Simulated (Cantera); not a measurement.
Charge: 1 mol CH3SiH3, 0.026 mol CH4, 2.8 mol H2, held at 11000 Pa.

These are equilibrium values from Cantera (NASA tables, ideal gas, pure condensed phases), not measurements of a reactor. Candidate condensed phases: C, C6H6, C7H8, C8H18, Si, SiC; 87 gas species. The feed counts by its element totals alone. Gases not in the tables: Si2H6 and higher silanes. Rates play no part.

log p: log10 of the partial pressure in bar; n: condensed amount in mol.

```
T (K)  log p H2  log p H  log p Si  log p C2H2 (acetylene)  n C(graphite)  n SiC(s)
-----  --------  -------  --------  ----------------------  -------------  --------
1575      -0.96    -4.86     -9.26              (withheld)         0.0246      1.00
1675      -0.96    -4.41     -8.23              (withheld)         0.0245     1.000
1775      -0.96    -4.02     -7.33              (withheld)         0.0238     1.000
1875      -0.96    -3.66     -6.52              (withheld)         0.0219     1.000
1975      -0.96    -3.34     -5.79              (withheld)         0.0182     1.000
2075      -0.96    -3.06     -5.14              (withheld)         0.0118     0.999
2175      -0.97    -2.79     -4.54              (withheld)        0.00171     0.998
2275      -0.97    -2.56     -3.94              (withheld)              0     0.991
2375      -0.98    -2.34     -3.43              (withheld)              0     0.970
2475      -1.00    -2.15     -3.00              (withheld)              0     0.911
```

**Question.** Complete the blanks.

**Answer.** 
- 1575, log p C2H2 (acetylene): -5.63
- 1675, log p C2H2 (acetylene): -5.19
- 1775, log p C2H2 (acetylene): -4.81
- 1875, log p C2H2 (acetylene): -4.46
- 1975, log p C2H2 (acetylene): -4.15
- 2075, log p C2H2 (acetylene): -3.87
- 2175, log p C2H2 (acetylene): -3.62
- 2275, log p C2H2 (acetylene): -3.52
- 2375, log p C2H2 (acetylene): -3.35
- 2475, log p C2H2 (acetylene): -3.12
